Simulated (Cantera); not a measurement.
A perfectly stirred reactor is fed with H2 : O2 : N2 = 1 : 0.385 : 1.45 (molar parts), at 760 Torr; it is adiabatic with a 500 K inlet, and is followed from long to short residence time, starting on the burning branch (τ in s: 0.037, 0.013, 0.0043, 0.0015, 0.00051, 0.00017, 5.9e-05, 2e-05, 6.9e-06).

Cantera simulation using GRI-Mech 3.0 (53 species, 325 reactions); the numbers are that mechanism's predictions, not measurements.

What does this change do: inlet temperature 500 to 750 K?


| quantity | before | after |
|---|---|---|
| blow-out, bracketed by the residence times tried | burning at 20.0 µs, out at 6.90 µs | burning at 6.90 µs, the shortest tried |
| x(H2) at τ = 37.0 ms | 0.0934 | 0.0948 |
| x(O2) at τ = 37.0 ms | 0.000377 | 0.000889 |
| x(O) at τ = 37.0 ms | 0.000259 | 0.000679 |
| x(NO2) at τ = 37.0 ms | 1.74e-8 | 6.52e-8 |
| x(HO2) at τ = 37.0 ms | 2.17e-7 | 5.21e-7 |
| x(H2) at τ = 0.510 ms | 0.0934 | 0.0959 |
| x(O2) at τ = 0.510 ms | 0.00461 | 0.00517 |
| x(O) at τ = 0.510 ms | 0.00320 | 0.00397 |
| x(NO2) at τ = 0.510 ms | 3.01e-9 | 7.31e-9 |
| x(HO2) at τ = 0.510 ms | 2.66e-6 | 2.55e-6 |
